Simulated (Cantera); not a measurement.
A closed system holds: 1 mol Si, 1.2 mol Cl₂, a varied amount of H₂, 0.65 mol HCl, held at 120 Torr.

Points: T (K) = 823, 873, 923, 973, 1023, 1073, 1123, 1173, 1223, 1273, 1323, 1373, 1423; n(H2) (mol) = 0.69, 0.93, 1.3, 1.7, 2.3, 3.2, 4.3, 5.9, 8, 11.

Cantera's Mixture.equilibrate('TP', solver="vcs", rtol=1e-11, max_steps=5000) on the NASA tables stopped like this:

```
ERROR: FAILURE its = 5001!

*******************************************************************************
CanteraError thrown by MultiPhase::equilibrate:
VCS solver failed. Return code: -1
*******************************************************************************
```

### Question
What got this run through?

### Answer
Several could match; the one computed here: The failure is numerical, not chemical. The same input converged with solver="gibbs", rtol=1e-10, max_steps=50000, and the result passed a check of the equilibrium conditions:
```
    823       0.69  Si(cr)
    823       0.93  Si(cr)
    823        1.3  Si(cr)
    823        1.7  Si(cr)
    823        2.3  Si(cr)
    823        3.2  Si(cr)
    823        4.3  Si(cr)
    823        5.9  Si(cr)
    823          8  Si(cr)
    823         11  Si(cr)
    873       0.69  Si(cr)
    873       0.93  Si(cr)
    873        1.3  Si(cr)
    873        1.7  Si(cr)
    873        2.3  Si(cr)
    873        3.2  Si(cr)
    873        4.3  Si(cr)
    873        5.9  Si(cr)
    873          8  Si(cr)
    873         11  Si(cr)
    923       0.69  Si(cr)
    923       0.93  Si(cr)
    923        1.3  Si(cr)
    923        1.7  Si(cr)
    923        2.3  Si(cr)
    923        3.2  Si(cr)
    923        4.3  Si(cr)
    923        5.9  Si(cr)
    923          8  Si(cr)
    923         11  Si(cr)
    973       0.69  Si(cr)
    973       0.93  Si(cr)
    973        1.3  Si(cr)
    973        1.7  Si(cr)
    973        2.3  Si(cr)
    973        3.2  Si(cr)
    973        4.3  Si(cr)
    973        5.9  Si(cr)
    973          8  Si(cr)
    973         11  Si(cr)
   1023       0.69  Si(cr)
   1023       0.93  Si(cr)
   1023        1.3  Si(cr)
   1023        1.7  Si(cr)
   1023        2.3  Si(cr)
   1023        3.2  Si(cr)
   1023        4.3  Si(cr)
   1023        5.9  Si(cr)
   1023          8  Si(cr)
   1023         11  Si(cr)
   1073       0.69  Si(cr)
   1073       0.93  Si(cr)
   1073        1.3  Si(cr)
   1073        1.7  Si(cr)
   1073        2.3  Si(cr)
   1073        3.2  Si(cr)
   1073        4.3  Si(cr)
   1073        5.9  Si(cr)
   1073          8  Si(cr)
   1073         11  Si(cr)
   1123       0.69  Si(cr)
   1123       0.93  Si(cr)
   1123        1.3  Si(cr)
   1123        1.7  Si(cr)
   1123        2.3  Si(cr)
   1123        3.2  Si(cr)
   1123        4.3  Si(cr)
   1123        5.9  Si(cr)
   1123          8  Si(cr)
   1123         11  Si(cr)
   1173       0.69  Si(cr)
   1173       0.93  Si(cr)
   1173        1.3  Si(cr)
   1173        1.7  Si(cr)
   1173        2.3  Si(cr)
   1173        3.2  Si(cr)
   1173        4.3  Si(cr)
   1173        5.9  Si(cr)
   1173          8  Si(cr)
   1173         11  Si(cr)
   1223       0.69  Si(cr)
   1223       0.93  Si(cr)
   1223        1.3  Si(cr)
   1223        1.7  Si(cr)
   1223        2.3  Si(cr)
   1223        3.2  Si(cr)
   1223        4.3  Si(cr)
   1223        5.9  Si(cr)
   1223          8  Si(cr)
   1223         11  Si(cr)
   1273       0.69  Si(cr)
   1273       0.93  Si(cr)
   1273        1.3  Si(cr)
   1273        1.7  Si(cr)
   1273        2.3  Si(cr)
   1273        3.2  Si(cr)
   1273        4.3  Si(cr)
   1273        5.9  Si(cr)
   1273          8  Si(cr)
   1273         11  Si(cr)
   1323       0.69  Si(cr)
   1323       0.93  Si(cr)
   1323        1.3  Si(cr)
   1323        1.7  Si(cr)
   1323        2.3  Si(cr)
   1323        3.2  Si(cr)
   1323        4.3  Si(cr)
   1323        5.9  Si(cr)
   1323          8  Si(cr)
   1323         11  Si(cr)
   1373       0.69  Si(cr)
   1373       0.93  Si(cr)
   1373        1.3  Si(cr)
   1373        1.7  Si(cr)
   1373        2.3  Si(cr)
   1373        3.2  Si(cr)
   1373        4.3  Si(cr)
   1373        5.9  Si(cr)
   1373          8  Si(cr)
   1373         11  Si(cr)
   1423       0.69  Si(cr)
   1423       0.93  Si(cr)
   1423        1.3  Si(cr)
   1423        1.7  Si(cr)
   1423        2.3  Si(cr)
   1423        3.2  Si(cr)
   1423        4.3  Si(cr)
   1423        5.9  Si(cr)
   1423          8  Si(cr)
   1423         11  Si(cr)
```

The gas is ideal and each condensed phase is pure. The tables' values for SiCl3 are old estimates.
